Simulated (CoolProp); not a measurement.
Vinyl chloride along the isotherm 156.85 °C: fugacity coefficient from the reference equation and from simpler models built on Tc = 151.9 °C, pc = 56.00 bar, ω = 0.160; each cubic takes its own stable root.

Values from CoolProp's reference Helmholtz-energy equation of state, Thol 2022.

```
p (bar)  phase  reference  van der Waals  Redlich-Kwong  Soave-Redlich-Kwong  Peng-Robinson
-------  -----  ---------  -------------  -------------  -------------------  -------------
3.5        gas     0.9806         0.9820         0.9795               0.9796         0.9772
7          gas     0.9612         0.9640         0.9591               0.9593         0.9547
10.5       gas     0.9419         0.9461         0.9389               0.9391         0.9325
14         gas     0.9227         0.9282         0.9189               0.9191         0.9106
17.5       gas     0.9034         0.9104         0.8989               0.8993         0.8888
21         gas     0.8842         0.8925         0.8791               0.8795         0.8673
24.5       gas     0.8650         0.8747         0.8594               0.8599         0.8461
28         gas     0.8457         0.8568         0.8397               0.8403         0.8250
```
